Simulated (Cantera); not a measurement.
Input: 1 mol Fe3O4, 2.4 mol CH4, 0.54 mol N2, 0.69 mol CO, equilibrated at 10.0 mbar.

Equilibrium computed with Cantera from the NASA thermochemical tables; the gas is ideal and each condensed phase is pure. Candidate condensed phases: C, C6H6, C7H8, C8H18, Fe, Fe(CO)5, FeO, Fe(OH)2, Fe(OH)3, Fe2O3, Fe3O4, H2O; 140 gas species. The numbers say what is thermodynamically allowed, not how fast it happens.

Q: What share of the Fe ends up in condensed phases as a function of T (K), at 2025, 2075, 2125, 2175, 2225, 2275, 2325, 2375, 2425?

A: 
```csv
T (K),Fe condensed (%),as
2025,85.6,Fe(l)
2075,74.4,Fe(l)
2125,54.6,Fe(l)
2175,18.0,Fe(l)
2225,0.0,-
2275,0.0,-
2325,0.0,-
2375,0.0,-
2425,0.0,-
```
